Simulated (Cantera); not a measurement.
Feed: 1 mol Cr2O3, 3.7 mol H2, 16 mol N2, at 1000 Pa.

Method: chemical equilibrium by Gibbs-energy minimisation in Cantera with the NASA 1993 tables (ideal gas, pure condensed phases). Candidate condensed phases: Cr, CrN, Cr2N, Cr2O3, H2O; 29 gas species. Mutual solubility and eutectic melting of coexisting phases are not modelled. Kinetics and transport are ignored.

**Question.** Which condensed phases are stable at each of these points (T (K)): 1550, 1600, 1650, 1700, 1750, 1800, 1850, 1900, 1950, 2000?

**Answer.** 
```csv
T (K),condensed phases,Cr condensed (%)
1550,Cr(s) + Cr2O3(s),99.9
1600,Cr2O3(s),99.7
1650,Cr2O3(s),99.5
1700,Cr2O3(s),99.1
1750,Cr2O3(s),98.6
1800,Cr2O3(s),97.9
1850,Cr2O3(s),96.8
1900,Cr2O3(s),95.3
1950,Cr2O3(s),93.3
2000,Cr2O3(s),90.5
```

At 1550 K the condensed part is Cr(s) + Cr2O3(s). From 1600 K to 2000 K the condensed part is Cr2O3(s).
